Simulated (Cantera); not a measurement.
Low-pressure radical oxidation in H2/O2

A perfectly stirred reactor is fed with 0.285 % H₂, 20.4 % O₂, 79.4 % N₂, equivalence ratio 0.0070, at 0.0267 bar; it is held at 1400 K, and followed from long to short residence time.

Cantera simulation using GRI-Mech 3.0 (53 species, 325 reactions); the numbers are that mechanism's predictions, not measurements. Radical loss at walls, strong at low pressure, is not modelled.

```csv
τ (s),x H₂,x O₂,x NO₂,x OH,x N₂O,x H
0.45,1.90e-5,0.202,2.25e-11,0.000282,4.42e-8,4.30e-5
0.25,2.65e-5,0.201,1.43e-11,0.000314,4.05e-8,5.87e-5
0.14,3.76e-5,0.201,8.67e-12,0.000345,3.62e-8,7.48e-5
0.078,5.52e-5,0.201,4.96e-12,0.000376,3.08e-8,9.04e-5
0.043,8.51e-5,0.201,2.64e-12,0.000410,2.44e-8,0.000105
0.024,0.000135,0.201,1.35e-12,0.000450,1.78e-8,0.000119
0.013,0.000223,0.201,<1e-12,0.000500,1.15e-8,0.000132
0.0075,0.000355,0.201,<1e-12,0.000550,7.10e-9,0.000142
0.0042,0.000578,0.201,<1e-12,0.000595,3.86e-9,0.000146
```
x: mole fraction; the columns are a selection and need not sum to one.
